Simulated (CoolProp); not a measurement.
Properties of methanol along the isobar 1.01 bar (Tc = 513.4 K, pc = 82.16 bar, ω = 0.565).

The numbers come from the reference Helmholtz-energy equation of state, de Reuck 1993 in CoolProp.

```
T (K)  phase       Z  cp (kJ/(kg K))  expansivity (1/kK)  fugacity coefficient
-----  -----  ------  --------------  ------------------  --------------------
410.4    gas  0.9889           1.705               2.579                0.9890
426.5    gas  0.9909           1.730               2.454                0.9910
442.6    gas  0.9924           1.761               2.345                0.9925
458.7    gas  0.9936           1.794               2.248                0.9937
474.9    gas  0.9946           1.829               2.159                0.9946
491      gas  0.9954           1.865               2.080                0.9954
507.1    gas  0.9960           1.901               2.007                0.9960
523.2    gas  0.9965           1.937               1.939                0.9965
539.4    gas  0.9969           1.973               1.876                0.9969
555.5    gas  0.9972           2.008               1.818                0.9972
571.6    gas  0.9975           2.044               1.764                0.9975
587.7    gas  0.9977           2.079               1.713                0.9977
603.9    gas  0.9978           2.113               1.665                0.9979
620      gas  0.9980           2.147               1.620                0.9980
```
